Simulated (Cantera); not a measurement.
**Stirred combustor or abatement burner**

A perfectly stirred reactor is fed with 4.96 % CH4, 4.12 % C2H6, 23.8 % O2, 64.9 % N2, 2.18 % H2O, equivalence ratio 1.0, at 500000 Pa; it is adiabatic with a 475 K inlet, and is followed from long to short residence time, starting on the burning branch (τ in s: 0.072, 0.029, 0.011, 0.0045, 0.0018, 0.0007, 0.00028, 0.00011, 4.3e-05, 1.7e-05).

Computed with Cantera and GRI-Mech 3.0 (53 species, 325 reactions).

```tsv
τ (s)	T (K)	x CH4	x C2H6	x O2	x OH	x CO	x HCN	x CH2
0.072	2573	2.44e-7	1.61e-8	0.00848	0.00808	0.0265	1.13e-7	2.95e-8
0.029	2572	5.97e-7	3.98e-8	0.00863	0.00814	0.0265	2.60e-7	7.27e-8
0.011	2571	1.53e-6	1.04e-7	0.00898	0.00829	0.0267	5.85e-7	1.88e-7
0.0045	2566	3.53e-6	2.53e-7	0.00961	0.00856	0.0271	1.08e-6	4.41e-7
0.0018	2554	7.98e-6	6.31e-7	0.0107	0.00902	0.0282	1.70e-6	1.02e-6
0.00070	2526	1.75e-5	1.63e-6	0.0126	0.00979	0.0305	2.34e-6	2.25e-6
0.00028	2478	3.59e-5	4.07e-6	0.0153	0.0108	0.0341	2.91e-6	4.48e-6
0.00011	2410	7.47e-5	1.03e-5	0.0190	0.0119	0.0390	3.54e-6	8.50e-6
4.3e-5	2323	0.000168	2.65e-5	0.0239	0.0125	0.0451	4.60e-6	1.60e-5
1.7e-5	2219	0.000446	7.46e-5	0.0316	0.0117	0.0538	6.87e-6	3.21e-5
```
x: mole fraction; the columns are a selection and need not sum to one.
